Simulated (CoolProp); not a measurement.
Normal hydrogen at 372.6 K and 1.72 MPa is throttled through a valve to 1.01 MPa with no heat exchange. Each further row changes one setting.

The numbers come from the reference Helmholtz-energy equation of state, Leachman 2009 in CoolProp.

| case | temperature change (K) | final phase | final density (kg/m³) |
|---|---|---|---|
| as stated | … | gas | … |
| outlet pressure 0.303 MPa | … | gas | … |
| outlet pressure 1.31 MPa | … | … | 0.846 |

Problem. Fill in the missing entries.

Solution. 
- as stated, temperature change (K): +0.3
- as stated, final density (kg/m³): 0.653
- outlet pressure 0.303 MPa, temperature change (K): +0.6
- outlet pressure 0.303 MPa, final density (kg/m³): 0.197
- outlet pressure 1.31 MPa, temperature change (K): +0.2
- outlet pressure 1.31 MPa, final phase: supercritical
